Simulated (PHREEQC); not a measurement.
# Leach liquor

Solution (13 °C): 0.0044 mol HCl, 0.008 mol LiCl and 0.012 mol Na2SO4 per kg of water. It is in equilibrium with CO2 at log p = -3.4 (atm). Otherwise closed; pH follows from the charge balance.

The numbers come from PHREEQC with the Pitzer model, pitzer.dat.

This is a speciation only: nothing precipitates in the calculation.

Task: What pH does the model give?

Result: pH 2.57.

Task: In which forms is S present?

Result: SO4-2 91 %, HSO4- 9.2 % of the S.

At this temperature some constants are extrapolated from 25 °C, and those without enthalpy data are left unchanged.
